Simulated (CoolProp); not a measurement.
Values from CoolProp's reference Helmholtz-energy equation of state, Beckmüller 2019.

### Question
For n-octane, give the phase and the Z, speed of sound (m/s), isothermal compressibility (1/MPa) at 535.7 K and 4.15 MPa; 517.3 K and 0.418 MPa; 464.4 K and 1.29 MPa.

### Answer
- 535.7 K and 4.15 MPa: liquid; Z 0.229, speed of sound 362, isothermal compressibility 0.0204
- 517.3 K and 0.418 MPa: gas; Z 0.909, speed of sound 180, isothermal compressibility 2.65
- 464.4 K and 1.29 MPa: liquid; Z 0.0700, speed of sound 549, isothermal compressibility 0.00747
